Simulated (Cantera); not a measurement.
An adiabatic, constant-volume homogeneous reactor starts with 7.05 % CH₄, 19.6 % O₂, 73.3 % N₂, equivalence ratio 0.72, at 1223 K and 0.720 bar.

Detailed kinetics in Cantera: GRI-Mech 3.0 (53 species, 325 reactions).

Predict: time of steepest temperature rise; temperature at 0.300 s; equilibrium temperature; x(O₂) at 0.300 s; x(H₂) at 0.300 s.


* **time of steepest temperature rise**: 34.9 ms
* **temperature at 0.300 s**: 2659 K
* **equilibrium temperature**: 2659 K
* **x(O₂) at 0.300 s**: 0.0512 (gas-phase equilibrium 0.0512)
* **x(H₂) at 0.300 s**: 0.00534 (gas-phase equilibrium 0.00534)
